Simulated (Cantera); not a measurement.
Feed: 1 mol Al(CH₃)₃, 0.8 mol N₂O, 35 mol N₂, held at 2198 K and 0.000220 bar.

Cantera equilibrium calculation (NASA polynomials, part measured and part estimated; ideal gas, pure solids and liquids). Candidate condensed phases: Al, AlN, Al₂O₃, C, C₆H₆, C₇H₈, C₈H₁₈, H₂O; 148 gas species. The feed counts by its element totals alone. The numbers say what is thermodynamically allowed, not how fast it happens.

Base state: N₂ 0.809, H 0.0878, H₂ 0.0547, Al 0.0227, CO 0.0182, HCN 0.00630, HNC 0.000496, CN 0.000359 (mole fractions); condensed: C(graphite).

Q: What changes in the equilibrium state with this change: temperature from 2198 K to 873 K?

A: 
```
species             before    after
----------------  --------  -------
N₂                   0.809    0.888
H₂                  0.0547    0.112
CO                  0.0182  6.07e-6
H                   0.0878  1.06e-9
Al                  0.0227    <1e-9
HNC               0.000496    <1e-9
CN                0.000359    <1e-9
C(graphite), mol      1.87     3.00
AlN(s), mol              0    0.467
Al₂O₃(s), mol            0    0.267
```

Q: What changes in the equilibrium state with this change: temperature from 2198 K to 1673.15 K?

A: 
```csv
species,before,after
N₂,0.809,0.865
H₂,0.0547,0.108
CO,0.0182,0.0196
H,0.0878,0.00253
Al,0.0227,0.00399
C₃,1.05e-5,<1e-9
CN,0.000359,2.13e-7
C₂H₂ (acetylene),0.000139,6.18e-6
"C(graphite), mol",1.87,2.16
"AlN(s), mol",0,0.836
```
